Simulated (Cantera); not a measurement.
A closed system holds: 1 mol borazine, 6.8 mol O₂, 1.8 mol H₂, equilibrated at 1950 K and 15.0 mbar.

Equilibrium computed with Cantera from the NASA thermochemical tables; the gas is ideal and each condensed phase is pure. Candidate condensed phases: B, BN, B₂O₃, B₃O₃H₃, H₂O; 39 gas species. The feed counts by its element totals alone. The numbers say what is thermodynamically allowed, not how fast it happens.

Base state: H₂O 0.346, HBO₂ 0.256, O₂ 0.209, N₂ 0.148, B₂O₃ 0.0182, OH 0.00846, BO₂ 0.00756, NO 0.00288 (mole fractions); condensed: gas only.

Q: What changes in the equilibrium state with this change: borazine replaced by B₂H₆?

A: 
```csv
species,before,after
H₂O,0.346,0.440
O₂,0.209,0.327
HBO₂,0.256,0.204
N₂,0.148,0
B₂O₃,0.0182,0.00914
OH,0.00846,0.0107
NO,0.00288,0
BO,1.70e-5,1.08e-5
BO₂,0.00756,0.00599
```
